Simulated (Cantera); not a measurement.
A Cantera script and what it prints.

```python
import numpy as np
import cantera as ct

gas_names = """
    H H2 N NH NH2 NH3 N2 N2H2 N2H4 Si SiH SiH2 SiH3 SiH4 SiN Si2 Si2N Si3
""".split()
cond_names = """
    Si(cr) Si(L) Si3N4(a)
""".split()


def load(file, names, dense=False):
    # The tables refer to 1 bar. Condensed volumes are neglected.
    table = {s.name: s for s in ct.Species.list_from_file(file)}
    out = []
    for n in names:
        d = dict(table[n].input_data)
        d["thermo"] = dict(d["thermo"], **{"reference-pressure": 1e5})
        if dense:
            d["equation-of-state"] = {"model": "constant-volume", "density": "1e6 g/cm^3"}
        out.append(ct.Species.from_dict(d))
    return out


gas = ct.Solution(thermo="ideal-gas", species=load("nasa_gas.yaml", gas_names))
cond = {s.name: ct.Solution(thermo="fixed-stoichiometry", species=[s], name=s.name)
        for s in load("nasa_condensed.yaml", cond_names, dense=True)}
atoms = {
    'SiH4': {'Si': 1, 'H': 4},
    'NH3': {'N': 1, 'H': 3},
    'H2': {'H': 2},
}
top_T = {'Si3N4(a)': 2400}  # K; cautious upper limits of use, not melting points


def equilibrate(T, P, feed):
    n = {}
    for name, mol in feed.items():
        for a, k in atoms[name].items():
            n[a] = n.get(a, 0.0) + k * mol
    gas.TPX = T, P, n
    mass = sum(n.values()) * gas.mean_molecular_weight
    gas.equilibrate("TP")
    valid = [c for c in cond.values() if c.min_temp <= T <= top_T.get(c.name, c.max_temp)]
    mix = ct.Mixture([(gas, mass / gas.mean_molecular_weight)] + [(c, 0.0) for c in valid])
    mix.T, mix.P = T, P
    mix.equilibrate("TP", solver="vcs", rtol=1e-11, max_steps=5000)
    return mix


results = []
T = 1725  # K
P = 27000  # Pa
for m in [8.8, 11, 13, 15, 18, 21, 25, 30, 35, 42, 50]:
    feed = {'SiH4': 1, 'NH3': 0.35, 'H2': m}  # mol
    mix = equilibrate(T, P, feed)
    results.append((T, P, feed, dict(zip(mix.species_names, mix.species_moles))))
    x = sorted(zip(gas.X, gas.species_names), reverse=True)
    print(f"T = {T:g} K  P = {P:g} Pa  n(H2) = {m:g} mol  gas = {mix.phase_moles(0):.4g} mol")
    print("   x: " + "  ".join(f"{s} {v:.3e}" for v, s in x if v > 1e-06))
    print("   condensed (mol): " + ("  ".join(f"{mix.phase(i).name} {mix.phase_moles(i):.4g}"
          for i in range(1, mix.n_phases) if mix.phase_moles(i) > 1e-12) or "none"))
```

Result:

```
T = 1725 K  P = 27000 Pa  n(H2) = 8.8 mol  gas = 11.43 mol
   x: H2 9.905e-01  N2 9.080e-03  H 3.557e-04  SiH2 1.708e-05  Si 3.760e-06  SiH 2.779e-06
   condensed (mol): Si(L) 0.8929  Si3N4(a) 0.0356
T = 1725 K  P = 27000 Pa  n(H2) = 11 mol  gas = 13.65 mol
   x: H2 9.905e-01  N2 9.080e-03  H 3.557e-04  SiH2 1.708e-05  Si 3.760e-06  SiH 2.779e-06
   condensed (mol): Si(L) 0.9231  Si3N4(a) 0.02552
T = 1725 K  P = 27000 Pa  n(H2) = 13 mol  gas = 15.67 mol
   x: H2 9.905e-01  N2 9.080e-03  H 3.557e-04  SiH2 1.708e-05  Si 3.760e-06  SiH 2.779e-06
   condensed (mol): Si(L) 0.9505  Si3N4(a) 0.01636
T = 1725 K  P = 27000 Pa  n(H2) = 15 mol  gas = 17.69 mol
   x: H2 9.905e-01  N2 9.080e-03  H 3.557e-04  SiH2 1.708e-05  Si 3.760e-06  SiH 2.779e-06
   condensed (mol): Si(L) 0.978  Si3N4(a) 0.007191
T = 1725 K  P = 27000 Pa  n(H2) = 18 mol  gas = 20.7 mol
   x: H2 9.912e-01  N2 8.452e-03  H 3.558e-04  SiH2 1.709e-05  Si 3.760e-06  SiH 2.780e-06
   condensed (mol): Si(L) 0.9995
T = 1725 K  P = 27000 Pa  n(H2) = 21 mol  gas = 23.7 mol
   x: H2 9.922e-01  N2 7.382e-03  H 3.560e-04  SiH2 1.711e-05  Si 3.760e-06  SiH 2.781e-06
   condensed (mol): Si(L) 0.9994
T = 1725 K  P = 27000 Pa  n(H2) = 25 mol  gas = 27.71 mol
   x: H2 9.933e-01  N2 6.316e-03  H 3.562e-04  SiH2 1.713e-05  Si 3.760e-06  SiH 2.783e-06
   condensed (mol): Si(L) 0.9993
T = 1725 K  P = 27000 Pa  n(H2) = 30 mol  gas = 32.71 mol
   x: H2 9.943e-01  N2 5.350e-03  H 3.564e-04  SiH2 1.714e-05  Si 3.760e-06  SiH 2.784e-06
   condensed (mol): Si(L) 0.9992
T = 1725 K  P = 27000 Pa  n(H2) = 35 mol  gas = 37.71 mol
   x: H2 9.950e-01  N2 4.641e-03  H 3.565e-04  SiH2 1.716e-05  Si 3.760e-06  SiH 2.785e-06
   condensed (mol): Si(L) 0.9991
T = 1725 K  P = 27000 Pa  n(H2) = 42 mol  gas = 44.71 mol
   x: H2 9.957e-01  N2 3.914e-03  H 3.567e-04  SiH2 1.717e-05  Si 3.760e-06  SiH 2.786e-06
   condensed (mol): Si(L) 0.9989
T = 1725 K  P = 27000 Pa  n(H2) = 50 mol  gas = 52.71 mol
   x: H2 9.963e-01  N2 3.320e-03  H 3.568e-04  SiH2 1.718e-05  Si 3.760e-06  SiH 2.787e-06
   condensed (mol): Si(L) 0.9987
```

Method: chemical equilibrium by Gibbs-energy minimisation in Cantera with the NASA 1993 tables (ideal gas, pure condensed phases). Mutual solubility and eutectic melting of coexisting phases are not modelled. Gases not in the tables: Si2H6 and higher silanes.
